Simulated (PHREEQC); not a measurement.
PHREEQC input (ion-association model, wateq4f.dat):

```
SOLUTION_MASTER_SPECIES
  An  An-  0  An  62.0  # stands for a non-complexing anion
SOLUTION_SPECIES
  An- = An-
    -log_k 0
    -gamma 3.0 0
PHASES
  Fix_H+
    H+ = H+
    -log_k 0
SOLUTION 1
  temp 25
  units mmol/kgw
  pH 7 charge
  S(6) 0.13
  Zn 0.13
  Cl 30
  Pb 15
  Na 100
  An 100
END
SELECTED_OUTPUT 1
  -reset false
  -pH true
  -pe true
  -ionic_strength true
  -water true
  -totals Cl Na Pb S Zn S(-2) S(6)
  -molalities Hfo_wOH Hfo_wOH2+ Hfo_wO- Hfo_sOH Hfo_sOH2+ Hfo_sO- Hfo_sOZn+ Hfo_wOZn+ Hfo_sOPb+ Hfo_wOPb+
    Hfo_wSO4- Hfo_wOHSO4-2
  -saturation_indices Zn(OH)2-e Zn4(OH)6SO4 Zn5(OH)8Cl2 Litharge Anglesite Cotunnite Laurionite Larnakite Halite Mirabilite
    Goslarite
USER_PUNCH 1
  -headings sigma psi
  10 PUNCH EDL("sigma", "Hfo"), EDL("psi", "Hfo")
PRINT
  -reset false
USE solution 1
SURFACE 1
  Hfo_wOH 0.0359551 600 16
  Hfo_sOH 0.000898876
EQUILIBRIUM_PHASES 1
  Fix_H+ -4 HAn 10
    -force_equality true
  O2(g) -0.68 10
END
# ... the last block is repeated for the other 16 points of pH, with NaOH or the acid as the point needs
```

Selected output (columns that matter, 17 of 17 rows; pH added in front):

```
pH	mu	Cl	Na	Pb	S	Zn	si_Zn(OH)2-e	si_Zn4(OH)6SO4	si_Zn5(OH)8Cl2	si_Litharge	si_Anglesite	si_Cotunnite	si_Larnakite	si_Halite
4	0.14942	0.03	0.1	0.013068	1.2459e-07	0.00012992	-7.8489	-29.425	-31.661	-7.2129	-2.3341	-1.1414	-4.337	-4.4118
4.5	0.13676	0.03	0.1	0.008837	1.4983e-07	0.00012943	-6.8398	-26.252	-27.576	-6.38	-2.3641	-1.2686	-3.5341	-4.3889
5	0.1205	0.03	0.1	0.0031269	1.8362e-07	0.00012663	-5.8343	-23.049	-23.491	-5.8276	-2.6312	-1.6586	-3.2488	-4.3559
5.5	0.11975	0.029996	0.10716	0.00068306	3.2237e-07	0.00011304	-4.8833	-19.964	-19.714	-5.4916	-3.0139	-2.3007	-3.2954	-4.3148
6	0.12138	0.029993	0.11214	0.00013237	6.9393e-07	7.1883e-05	-4.0819	-17.42	-16.703	-5.2079	-3.3921	-3.0134	-3.3901	-4.2937
6.5	0.12303	0.029991	0.11591	2.6894e-05	1.7396e-06	2.5737e-05	-3.5305	-15.817	-14.946	-4.9071	-3.6939	-3.7128	-3.391	-4.2799
7	0.12463	0.02999	0.11925	5.7221e-06	5.3117e-06	6.2705e-06	-3.1478	-14.805	-14.034	-4.5982	-3.9033	-4.4049	-3.2915	-4.2684
7.5	0.12616	0.029988	0.12231	1.2772e-06	1.8972e-05	1.3179e-06	-2.8358	-14.007	-13.475	-4.303	-4.0585	-5.1107	-3.1515	-4.2584
8	0.12757	0.029986	0.125	3.2855e-07	5.9276e-05	2.726e-07	-2.5592	-13.409	-13.093	-4.0299	-4.2936	-5.8386	-3.1135	-4.2498
8.5	0.12878	0.029985	0.12727	1.1293e-07	0.00010735	7.3548e-08	-2.3058	-13.139	-12.827	-3.7771	-4.7854	-6.5867	-3.3526	-4.2428
9	0.12976	0.029984	0.12917	5.6674e-08	0.00012566	4.7111e-08	-2.0632	-13.103	-12.614	-3.5346	-5.4766	-7.3449	-3.8012	-4.237
9.5	0.13064	0.029983	0.13089	4.5021e-08	0.00012923	6.6369e-08	-1.8033	-13.053	-12.315	-3.2746	-6.2063	-8.0855	-4.2709	-4.2317
10	0.13156	0.029982	0.13263	6.4832e-08	0.00012981	1.3517e-07	-1.4823	-12.769	-11.711	-2.9534	-6.885	-8.7649	-4.6284	-4.2266
10.5	0.13264	0.029982	0.13452	1.971e-07	0.0001299	3.9829e-07	-1.0439	-12.017	-10.52	-2.5142	-7.4476	-9.3264	-4.7517	-4.2211
11	0.13423	0.029981	0.13676	1.6137e-06	0.00012991	2.0275e-06	-0.4383	-10.597	-8.4927	-1.903	-7.8392	-9.7163	-4.5322	-4.2148
11.5	0.1377	0.02998	0.14066	3.9649e-05	0.00012991	1.8378e-05	0.2808	-8.7262	-5.8993	-1.1256	-8.0672	-9.9411	-3.9828	-4.2046
12	0.15082	0.02998	0.15412	0.00098201	0.00012991	8.1642e-05	0.4922	-8.8992	-5.8501	-0.5804	-8.5407	-10.404	-3.9111	-4.1719
```

Along this series the solution becomes supersaturated in solids that the run did not let form, among them Zn(OH)2-e. Species that the database lacks are ignored.
